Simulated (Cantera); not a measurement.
**Carbothermic reduction: Fe2O3 + C + H2 + CO**

Input: 1 mol Fe2O3, 1.7 mol C, 0.63 mol H2, 3.3 mol CO, at 1000 Pa.

Equilibrium computed with Cantera from the NASA thermochemical tables; the gas is ideal and each condensed phase is pure. Candidate condensed phases: C, C6H6, C7H8, C8H18, Fe, Fe(CO)5, FeO, Fe(OH)2, Fe(OH)3, Fe2O3, Fe3O4, H2O; 114 gas species. Each liquid is taken as pure. Mutual solubility and eutectic melting of coexisting phases are not modelled. The tables' stoichiometric FeO is somewhat more stable than real wüstite, so its field is too wide. FeO: taken at fixed stoichiometry. The numbers say what is thermodynamically allowed, not how fast it happens.

```json
[
 {"T (K)": "1448", "x CO": "0.761", "x CO2": "0.127", "x H2": "0.0801", "x H2O": "0.0318", "x Fe": "4.77e-6", "n Fe(γ)": "1.60", "n FeO(s)": "0.405", "n Fe(δ)": "0", "n FeO(l)": "0", "n Fe(l)": "0"},
 {"T (K)": "1523", "x CO": "0.766", "x CO2": "0.122", "x H2": "0.0783", "x H2O": "0.0335", "x Fe": "2.43e-5", "n Fe(γ)": "1.58", "n FeO(s)": "0.424", "n Fe(δ)": "0", "n FeO(l)": "0", "n Fe(l)": "0"},
 {"T (K)": "1598", "x CO": "0.770", "x CO2": "0.118", "x H2": "0.0767", "x H2O": "0.0351", "x Fe": "0.000106", "n Fe(γ)": "1.56", "n FeO(s)": "0.441", "n Fe(δ)": "0", "n FeO(l)": "0", "n Fe(l)": "0"},
 {"T (K)": "1673", "x CO": "0.777", "x CO2": "0.111", "x H2": "0.0758", "x H2O": "0.0358", "x Fe": "0.000401", "n Fe(γ)": "0", "n FeO(s)": "0", "n Fe(δ)": "1.53", "n FeO(l)": "0.473", "n Fe(l)": "0"},
 {"T (K)": "1748", "x CO": "0.786", "x CO2": "0.101", "x H2": "0.0762", "x H2O": "0.0352", "x Fe": "0.00135", "n Fe(γ)": "0", "n FeO(s)": "0", "n Fe(δ)": "1.46", "n FeO(l)": "0.534", "n Fe(l)": "0"},
 {"T (K)": "1823", "x CO": "0.792", "x CO2": "0.0922", "x H2": "0.0761", "x H2O": "0.0347", "x Fe": "0.00407", "n Fe(γ)": "0", "n FeO(s)": "0", "n Fe(δ)": "0", "n FeO(l)": "0.582", "n Fe(l)": "1.39"},
 {"T (K)": "1898", "x CO": "0.790", "x CO2": "0.0869", "x H2": "0.0749", "x H2O": "0.0346", "x Fe": "0.0109", "n Fe(γ)": "0", "n FeO(s)": "0", "n Fe(δ)": "0", "n FeO(l)": "0.607", "n Fe(l)": "1.33"}
]
```
x: gas mole fraction; n: condensed amount in mol.

From 1448 K to 1598 K the condensed part is Fe(γ) + FeO(s). From 1673 K to 1748 K the condensed part is Fe(δ) + FeO(l). From 1823 K to 1898 K the condensed part is Fe(l) + FeO(l). The main Fe-bearing gas is Fe throughout.
